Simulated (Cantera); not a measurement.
# Ignition delay

Mixture: CO : H₂ : O₂ : N₂ : H₂O = 1 : 0.9 : 1.2 : 4.52 : 1.1 (molar parts), equivalence ratio 0.79, at 25.0 bar, adiabatic and at constant pressure. Ignition delay is the time to a rise of 400 K.

Detailed kinetics in Cantera: GRI-Mech 3.0 (53 species, 325 reactions). The hydrogen kinetics of GRI-Mech 3.0 are dated; newer H2 mechanisms differ, most at raised pressure. The pressure lies above the range GRI-Mech 3.0 was tuned for (to about 10 atm).

```tsv
T0 (K)	delay (ms)
1223	0.115
1323	0.0281
1423	0.00756
1523	0.00240
1623	0.00109
1723	0.000663
1823	0.000478
```

The apparent activation energy between 1623 and 1823 K is 100 kJ/mol.
